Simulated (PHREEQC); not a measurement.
Dissolve 17 mmol/kgw NH4Br at 20 °C. Closed to the air; pH follows from the charge balance.

Model: ion-association model, phreeqc.dat, run in PHREEQC.

No solid was allowed to form.

What pH, specific conductance does the model give?

pH 5.64; specific conductance 2070 µS/cm.
